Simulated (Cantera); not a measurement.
What does this Cantera script print?

```python
import numpy as np
import cantera as ct

gas_names = """
    AL ALCL ALCL2 ALCL3 ALN AL2 AL2CL6 CL CL2 N N2
""".split()
cond_names = """
    AL(cr) AL(L) ALCL3(s) ALCL3(L) ALN(s)
""".split()


def load(file, names, dense=False):
    # The tables refer to 1 bar. Condensed volumes are neglected.
    table = {s.name: s for s in ct.Species.list_from_file(file)}
    out = []
    for n in names:
        d = dict(table[n].input_data)
        d["thermo"] = dict(d["thermo"], **{"reference-pressure": 1e5})
        if dense:
            d["equation-of-state"] = {"model": "constant-volume", "density": "1e6 g/cm^3"}
        out.append(ct.Species.from_dict(d))
    return out


gas = ct.Solution(thermo="ideal-gas", species=load("nasa_gas.yaml", gas_names))
cond = {s.name: ct.Solution(thermo="fixed-stoichiometry", species=[s], name=s.name)
        for s in load("nasa_condensed.yaml", cond_names, dense=True)}
atoms = {
    'AlN': {'AL': 1, 'N': 1},
    'Cl2': {'CL': 2},
}
top_T = {'ALN(s)': 2750}  # K; cautious upper limits of use, not melting points


def equilibrate(T, P, feed):
    n = {}
    for name, mol in feed.items():
        for a, k in atoms[name].items():
            n[a] = n.get(a, 0.0) + k * mol
    gas.TPX = T, P, n
    mass = sum(n.values()) * gas.mean_molecular_weight
    gas.equilibrate("TP")
    valid = [c for c in cond.values() if c.min_temp <= T <= top_T.get(c.name, c.max_temp)]
    mix = ct.Mixture([(gas, mass / gas.mean_molecular_weight)] + [(c, 0.0) for c in valid])
    mix.T, mix.P = T, P
    mix.equilibrate("TP", solver="vcs", rtol=1e-11, max_steps=5000)
    return mix


results = []
feed = {'AlN': 1, 'Cl2': 45}  # mol
P = 133.322  # Pa
for T in [1073, 1173, 1273, 1373, 1473, 1573, 1673, 1773, 1873, 1973, 2073]:
    mix = equilibrate(T, P, feed)
    results.append((T, P, feed, dict(zip(mix.species_names, mix.species_moles))))

top = {s: max(r[3][s] / sum(r[3][g] for g in gas_names) for r in results) for s in gas_names}
cols = sorted((s for s in top if top[s] > 0.001), key=lambda s: -top[s])[:8]
seen = [c for c in cond_names if any(r[3].get(c, 0) > 1e-12 for r in results)]
print("log10 of partial pressures in bar; condensed amounts in mol")
print(f"{'T/K':>10s}" + "".join(f"{s[:9]:>10s}" for s in cols + seen))
for T, P, feed, n in results:
    ng = sum(n[g] for g in gas_names)
    print(f"{T:10.4g}" + "".join(f"{np.log10(max(n[s] / ng * P / 1e5, 1e-99)):10.3f}" for s in cols)
          + "".join(f"{n.get(c, 0):10.4g}" for c in seen))
```

It prints:

```
log10 of partial pressures in bar; condensed amounts in mol
       T/K        CL       CL2     ALCL3        N2     ALCL2      ALCL
      1073    -4.420    -2.903    -4.535    -4.836   -13.511   -20.608
      1173    -3.917    -2.932    -4.549    -4.850   -12.265   -18.401
      1273    -3.516    -3.005    -4.581    -4.882   -11.214   -16.516
      1373    -3.218    -3.159    -4.640    -4.941   -10.302   -14.847
      1473    -3.030    -3.432    -4.716    -5.017    -9.471   -13.291
      1573    -2.937    -3.815    -4.775    -5.076    -8.668   -11.783
      1673    -2.902    -4.246    -4.804    -5.105    -7.892   -10.340
      1773    -2.890    -4.667    -4.817    -5.116    -7.172    -9.009
      1873    -2.885    -5.057    -4.828    -5.120    -6.523    -7.807
      1973    -2.884    -5.413    -4.860    -5.122    -5.959    -6.744
      2073    -2.883    -5.736    -4.970    -5.124    -5.531    -5.865
```

Method: chemical equilibrium by Gibbs-energy minimisation in Cantera with the NASA 1993 tables (ideal gas, pure condensed phases). The tables' values for AlCl2 are old estimates; treat these amounts as uncertain.
